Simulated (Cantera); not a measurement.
Input: 1 mol HF, a varied amount of H2, 0.38 mol O2, at 2298.15 K and 0.225 Torr.

Equilibrium computed with Cantera from the NASA thermochemical tables; the gas is ideal and each condensed phase is pure. Candidate condensed phases: H2O; 22 gas species. Equilibrium is a limit: real reactors are often held back by kinetics, nucleation or transport.

Question: At 10 mol H2, list the 7 most abundant gas species with their mole fractions, and the condensed phases.

Answer: H2 0.486, H 0.386, HF 0.0727, H2O 0.0460, OH 0.00587, O 0.00318, O2 0.000126. Condensed: gas only.
